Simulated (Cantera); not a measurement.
An isothermal, constant-pressure homogeneous reactor starts with CH4 : N2 = 1 : 2.6 (molar parts), at 1975 K and 9.00 Torr. Integrator tolerance rtol = 1e-08.

Cantera simulation using GRI-Mech 3.0 (53 species, 325 reactions); the numbers are that mechanism's predictions, not measurements. GRI-Mech 3.0 stops at C3 and has no aromatics, soot or wall deposition, so with more carbon than oxygen in the feed, carbon stays in small species such as C2H2 where larger ones or solid carbon would form. Radical loss at walls, strong at low pressure, is not modelled.

Question: What does this change do: pressure from 9.00 Torr to 760 Torr?

Answer: 
```
quantity                                              before                                      after
-----------------  -----------------------------------------  -----------------------------------------
x(CH4) at 40.0 s     7.09e-6 (gas-phase equilibrium 8.90e-6)   0.00107 (gas-phase equilibrium 0.000762)
x(CH2) at 40.0 s     8.80e-8 (gas-phase equilibrium 1.10e-7)    1.57e-7 (gas-phase equilibrium 1.11e-7)
x(C2H6) at 40.0 s  3.07e-12 (gas-phase equilibrium 3.40e-12)    4.92e-8 (gas-phase equilibrium 2.47e-8)
x(H) at 40.0 s       0.00713 (gas-phase equilibrium 0.00713)  0.000779 (gas-phase equilibrium 0.000780)
x(C2H4) at 40.0 s    3.21e-6 (gas-phase equilibrium 1.57e-6)  0.000267 (gas-phase equilibrium 0.000134)
```

Question: What does this change do: pressure from 9.00 Torr to 0.105 Torr?

Answer: 
```
quantity                                              before                                    after
-----------------  -----------------------------------------  ---------------------------------------
x(CH4) at 40.0 s     7.09e-6 (gas-phase equilibrium 8.90e-6)  6.96e-5 (gas-phase equilibrium 8.53e-8)
x(CH2) at 40.0 s     8.80e-8 (gas-phase equilibrium 1.10e-7)  1.28e-6 (gas-phase equilibrium 1.02e-7)
x(C2H6) at 40.0 s  3.07e-12 (gas-phase equilibrium 3.40e-12)  7.74e-11 (gas-phase equilibrium <1e-12)
x(H) at 40.0 s       0.00713 (gas-phase equilibrium 0.00713)   0.00870 (gas-phase equilibrium 0.0622)
x(C2H4) at 40.0 s    3.21e-6 (gas-phase equilibrium 1.57e-6)  5.78e-7 (gas-phase equilibrium 1.57e-8)
```
